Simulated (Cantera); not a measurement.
## Thermodynamics of carbothermic reduction, feed Cu₂O + C + N₂

A closed system holds: 1 mol Cu₂O, 0.59 mol C, 0.11 mol N₂, held at 1948 K and 40.5 Torr.

These are equilibrium values from Cantera (NASA tables, ideal gas, pure condensed phases), not measurements of a reactor. Candidate condensed phases: C, Cu, CuO, Cu₂O; 27 gas species. The numbers say what is thermodynamically allowed, not how fast it happens.

- x(CO₂): 0.557
- x(CO): 0.245
- x(N₂): 0.149
- x(Cu): 0.0485
- x(Cu₂): 0.000167
- x(O₂): 6.86e-5
- x(NO): 5.21e-5
- x(O): 1.58e-5
- x(CuO): 1.05e-5
- n(Cu(l)): 1.96 mol
- gas amount: 0.7359 mol
- log10 activity of C(graphite) (absent): -6.72
